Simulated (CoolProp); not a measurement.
Vapour pressure (bar) of normal hydrogen: the reference equation beside estimates from Tc = -240.0 °C, pc = 12.96 bar, ω = -0.219. Clausius-Clapeyron is anchored at -244.55 °C with a constant enthalpy of vaporisation of 0.6901 kJ/mol.

Computed with CoolProp (reference Helmholtz-energy equation of state, Leachman 2009).

```json
[
 {"T (°C)": "-248.95", "reference": "2.699", "Lee-Kesler": "2.700", "Clausius-Clapeyron": "3.759", "van der Waals": "3.211", "Redlich-Kwong": "1.602", "Soave-Redlich-Kwong": "2.720", "Peng-Robinson": "2.791"},
 {"T (°C)": "-248.35", "reference": "3.076", "Lee-Kesler": "3.077", "Clausius-Clapeyron": "4.084", "van der Waals": "3.620", "Redlich-Kwong": "1.942", "Soave-Redlich-Kwong": "3.115", "Peng-Robinson": "3.184"},
 {"T (°C)": "-247.75", "reference": "3.489", "Lee-Kesler": "3.489", "Clausius-Clapeyron": "4.420", "van der Waals": "4.061", "Redlich-Kwong": "2.329", "Soave-Redlich-Kwong": "3.545", "Peng-Robinson": "3.612"},
 {"T (°C)": "-247.05", "reference": "4.019", "Lee-Kesler": "4.017", "Clausius-Clapeyron": "4.825", "van der Waals": "4.618", "Redlich-Kwong": "2.846", "Soave-Redlich-Kwong": "4.096", "Peng-Robinson": "?"},
 {"T (°C)": "-246.45", "reference": "4.515", "Lee-Kesler": "4.513", "Clausius-Clapeyron": "5.182", "van der Waals": "5.131", "Redlich-Kwong": "3.349", "Soave-Redlich-Kwong": "4.610", "Peng-Robinson": "4.669"},
 {"T (°C)": "-245.85", "reference": "5.053", "Lee-Kesler": "5.050", "Clausius-Clapeyron": "?", "van der Waals": "5.679", "Redlich-Kwong": "3.909", "Soave-Redlich-Kwong": "?", "Peng-Robinson": "5.219"},
 {"T (°C)": "-245.15", "reference": "5.736", "Lee-Kesler": "5.731", "Clausius-Clapeyron": "5.987", "van der Waals": "6.364", "Redlich-Kwong": "4.639", "Soave-Redlich-Kwong": "5.867", "Peng-Robinson": "5.914"},
 {"T (°C)": "-244.55", "reference": "6.371", "Lee-Kesler": "6.365", "Clausius-Clapeyron": "6.371", "van der Waals": "6.989", "Redlich-Kwong": "5.335", "Soave-Redlich-Kwong": "6.516", "Peng-Robinson": "6.556"},
 {"T (°C)": "-243.85", "reference": "?", "Lee-Kesler": "7.167", "Clausius-Clapeyron": "6.828", "van der Waals": "?", "Redlich-Kwong": "6.231", "Soave-Redlich-Kwong": "7.329", "Peng-Robinson": "7.362"},
 {"T (°C)": "-243.25", "reference": "7.914", "Lee-Kesler": "7.910", "Clausius-Clapeyron": "7.227", "van der Waals": "8.472", "Redlich-Kwong": "7.075", "Soave-Redlich-Kwong": "8.076", "Peng-Robinson": "8.103"},
 {"T (°C)": "-242.65", "reference": "8.710", "Lee-Kesler": "8.708", "Clausius-Clapeyron": "7.633", "van der Waals": "9.216", "Redlich-Kwong": "7.992", "Soave-Redlich-Kwong": "?", "Peng-Robinson": "8.891"},
 {"T (°C)": "-241.95", "reference": "9.711", "Lee-Kesler": "9.712", "Clausius-Clapeyron": "8.114", "van der Waals": "10.13", "Redlich-Kwong": "9.157", "Soave-Redlich-Kwong": "9.859", "Peng-Robinson": "9.872"},
 {"T (°C)": "-241.35", "reference": "10.63", "Lee-Kesler": "10.64", "Clausius-Clapeyron": "8.531", "van der Waals": "10.96", "Redlich-Kwong": "10.24", "Soave-Redlich-Kwong": "10.76", "Peng-Robinson": "?"},
 {"T (°C)": "-240.75", "reference": "11.62", "Lee-Kesler": "11.63", "Clausius-Clapeyron": "8.954", "van der Waals": "11.83", "Redlich-Kwong": "11.40", "Soave-Redlich-Kwong": "11.71", "Peng-Robinson": "11.72"}
]
```

**Question.** Complete the blanks.

**Answer.** 
- -247.05, Peng-Robinson: 4.158
- -245.85, Clausius-Clapeyron: 5.548
- -245.85, Soave-Redlich-Kwong: 5.166
- -243.85, reference: 7.172
- -243.85, van der Waals: 7.766
- -242.65, Soave-Redlich-Kwong: 8.871
- -241.35, Peng-Robinson: 10.77

Absolute difference from the reference over all 14 rows, mean and median: Lee-Kesler 0.1 and 0.1 %, Clausius-Clapeyron 16.6 and 15.6 %, van der Waals 10.4 and 10.3 %, Redlich-Kwong 19.1 and 17.7 %, Soave-Redlich-Kwong 1.7 and 1.9 %, Peng-Robinson 2.7 and 3.0 %.
